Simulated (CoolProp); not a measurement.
Values from CoolProp's reference Helmholtz-energy equation of state, Tillner-Roth 1997.

Q: For CH2F2 (R32), give the phase and the density (kg/m³), speed of sound (m/s), Joule-Thomson coefficient (K/MPa), Prandtl number at 354.8 K and 6.17 bar; 384.9 K and 6.17 bar.

A: 
- 354.8 K and 6.17 bar: gas; density 11.3, speed of sound 256, Joule-Thomson coefficient 14.2, Prandtl number 0.813
- 384.9 K and 6.17 bar: gas; density 10.3, speed of sound 267, Joule-Thomson coefficient 11.1, Prandtl number 0.786

Viscosity comes from a separate model (Bell 2016), an estimate that may be off by 10 % or more. Thermal conductivity comes from a separate model (Huber 2003), an estimate that may be off by 10 % or more.
